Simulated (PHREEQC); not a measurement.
Dissolve 4.1 mmol/kgw KHCO3 and 2.8 mmol/kgw Na2HPO4 at 85 °C and 50 atm. Closed to the air; pH follows from the charge balance.

The numbers come from PHREEQC with the ion-association model, phreeqc.dat.

The ionic strength comes out as 0.0123 mol/kgw. What activity coefficients do K+, PO4-3, CO3-2, H2PO4-, Na+ get?

K+ 0.88, PO4-3 0.32, CO3-2 0.61, H2PO4- 0.89, Na+ 0.88.

Precipitation was switched off in this run. Species that the database lacks are ignored. Under pressure, the constants of complexes without a molar volume in the database are unreliable. Away from 25 °C the constants follow the database's enthalpies or fits; those with neither stay at their 25 °C values.
